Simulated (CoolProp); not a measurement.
Ethane along the isobar 121 bar: density (kg/m³) from the reference equation and from simpler models built on Tc = 305.3 K, pc = 48.72 bar, ω = 0.099; each cubic takes its own stable root.

The numbers come from the reference Helmholtz-energy equation of state, Bücker 2006 in CoolProp.

| T (K) | phase | reference |
|---|---|---|
| 201.8 | liquid | 534.8 |
| 214.5 | liquid | 519.6 |
| 227.2 | liquid | 503.9 |
| 239.9 | liquid | 487.4 |
| 252.7 | liquid | 469.9 |
| 265.4 | liquid | 451.4 |
| 278.1 | liquid | 431.5 |
| 290.8 | liquid | 409.8 |
| 303.5 | liquid | 385.6 |
| 316.2 | supercritical | 358.3 |
| 328.9 | supercritical | 327.0 |
| 341.6 | supercritical | 291.5 |
| 354.3 | supercritical | 254.0 |
| 367 | supercritical | 219.7 |
| 379.7 | supercritical | 192.1 |
| 392.4 | supercritical | 171.1 |

**Question.** How far does each simpler model (van der Waals, Redlich-Kwong, Soave-Redlich-Kwong, Peng-Robinson) lie from the reference over these 16 states: mean and median of the absolute difference, and the worst?

**Answer.** 
- van der Waals: mean 22.1 %, median 27.2 %, worst -32.5 % at 201.8 K and 121 bar
- Redlich-Kwong: mean 5.4 %, median 5.6 %, worst -8.8 % at 328.9 K and 121 bar
- Soave-Redlich-Kwong: mean 6.6 %, median 6.5 %, worst -10.6 % at 341.6 K and 121 bar
- Peng-Robinson: mean 4.5 %, median 3.5 %, worst +9.1 % at 201.8 K and 121 bar
